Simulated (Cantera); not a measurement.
## Thermodynamics of silicon epitaxy and polysilicon growth, feed Si2H6 + Cl2 + N2

Feed: 1 mol Si2H6, 0.024 mol Cl2, 5.6 mol N2, held at 1427 °C and 4.73 Torr.

Method: chemical equilibrium by Gibbs-energy minimisation in Cantera with the NASA 1993 tables (ideal gas, pure condensed phases). Candidate condensed phases: NH4Cl, Si, Si3N4; 28 gas species. The feed counts by its element totals alone. Kinetics and transport are ignored.

| Item | Result |
|---|---|
| x(N2) | 0.585 |
| x(H2) | 0.407 |
| x(HCl) | 0.00618 |
| x(H) | 0.00118 |
| x(SiCl2) | 0.000189 |
| x(Si) | 6.07e-5 |
| x(Cl) | 1.40e-5 |
| x(SiCl) | 7.57e-6 |
| x(SiH) | 4.76e-6 |
| n(Si3N4(s)) | 0.666 mol |
| gas amount | 7.297 mol |
| log10 activity of Si(l) (absent) | -0.25 |
